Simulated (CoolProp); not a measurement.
A closed Brayton cycle with nitrogen: compressor inlet 305.15 K and 1 MPa, high pressure 2.88 MPa, turbine inlet 755 K, compressor efficiency 0.89, turbine efficiency 0.9, recuperator effectiveness 0.95 (on enthalpy, no pinch check). Each further row changes one setting.

The numbers come from the reference Helmholtz-energy equation of state, Span 2000 in CoolProp.

```json
[
 {"case": "as stated", "thermal efficiency (%)": "30.8", "net work (kJ/kg)": "60.6", "compressor to turbine work": "0.68", "compressor exit (K)": "426.5", "turbine exit (K)": "584.8"},
 {"case": "turbine inlet 705 K", "thermal efficiency (%)": "[?]", "net work (kJ/kg)": "[?]", "compressor to turbine work": "[?]", "compressor exit (K)": "426.5", "turbine exit (K)": "[?]"},
 {"case": "compressor inlet 315.15 K", "thermal efficiency (%)": "[?]", "net work (kJ/kg)": "56.4", "compressor to turbine work": "0.70", "compressor exit (K)": "440.3", "turbine exit (K)": "584.8"},
 {"case": "high pressure 2.45 MPa", "thermal efficiency (%)": "33.0", "net work (kJ/kg)": "[?]", "compressor to turbine work": "[?]", "compressor exit (K)": "405.5", "turbine exit (K)": "608.1"},
 {"case": "recuperator effectiveness 0.5", "thermal efficiency (%)": "[?]", "net work (kJ/kg)": "60.6", "compressor to turbine work": "0.68", "compressor exit (K)": "426.5", "turbine exit (K)": "584.8"}
]
```

Question: Complete the blanks.

Answer: 
- turbine inlet 705 K, thermal efficiency (%): 26.4
- turbine inlet 705 K, net work (kJ/kg): 48.0
- turbine inlet 705 K, compressor to turbine work: 0.72
- turbine inlet 705 K, turbine exit (K): 544.7
- compressor inlet 315.15 K, thermal efficiency (%): 28.8
- high pressure 2.45 MPa, net work (kJ/kg): 57.3
- high pressure 2.45 MPa, compressor to turbine work: 0.65
- recuperator effectiveness 0.5, thermal efficiency (%): 22.3
